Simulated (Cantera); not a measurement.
## Thermodynamics of boron, boron nitride and boron oxide, feed borazine + O2

Input: 1 mol borazine, 2.7 mol O2, equilibrated at 13300 Pa.

Method: chemical equilibrium by Gibbs-energy minimisation in Cantera with the NASA 1993 tables (ideal gas, pure condensed phases). Candidate condensed phases: B, BN, B2O3, B3O3H3, H2O; 39 gas species. The feed counts by its element totals alone. Gases not in the tables: H3BO3. Rates play no part.

| T (K) | log p H2 | log p N2 | log p HBO2 | log p H2O | log p B2O3 | log p H | log p HBO | log p BO | n B2O3(l) |
|---|---|---|---|---|---|---|---|---|---|
| 1100 | -1.21 | -1.35 | -4.55 | -1.58 | -9.59 | -8.19 | -8.92 | <-12 | 1.50 |
| 1200 | -1.21 | -1.35 | -3.87 | -1.58 | -8.04 | -7.31 | -7.77 | -12.24 | 1.50 |
| 1300 | -1.21 | -1.35 | -3.30 | -1.58 | -6.73 | -6.56 | -6.81 | -10.61 | 1.49 |
| 1400 | -1.21 | -1.35 | -2.82 | -1.59 | -5.62 | -5.92 | -5.99 | -9.22 | 1.47 |
| 1500 | -1.21 | -1.36 | -2.42 | -1.61 | -4.66 | -5.36 | -5.28 | -8.02 | 1.43 |
| 1600 | -1.22 | -1.37 | -2.09 | -1.66 | -3.83 | -4.87 | -4.66 | -6.95 | 1.35 |
| 1700 | -1.24 | -1.38 | -1.82 | -1.76 | -3.11 | -4.45 | -4.09 | -6.00 | 1.20 |
| 1800 | -1.26 | -1.41 | -1.63 | -1.92 | -2.47 | -4.08 | -3.56 | -5.12 | 0.913 |
| 1900 | -1.32 | -1.46 | -1.52 | -2.20 | -1.89 | -3.76 | -3.06 | -4.29 | 0.282 |
| 2000 | -1.35 | -1.48 | -1.52 | -2.25 | -1.76 | -3.46 | -2.87 | -3.82 | 0 |
| 2100 | -1.35 | -1.48 | -1.53 | -2.21 | -1.76 | -3.18 | -2.79 | -3.49 | 0 |
| 2200 | -1.36 | -1.48 | -1.54 | -2.17 | -1.77 | -2.93 | -2.71 | -3.20 | 0 |
| 2300 | -1.37 | -1.48 | -1.55 | -2.13 | -1.77 | -2.70 | -2.66 | -2.94 | 0 |
| 2400 | -1.39 | -1.49 | -1.57 | -2.09 | -1.79 | -2.49 | -2.62 | -2.70 | 0 |
log p: log10 of the partial pressure in bar; n: condensed amount in mol.

From 1100 K to 1900 K the condensed part is B2O3(l). From 2000 K to 2400 K nothing is condensed.
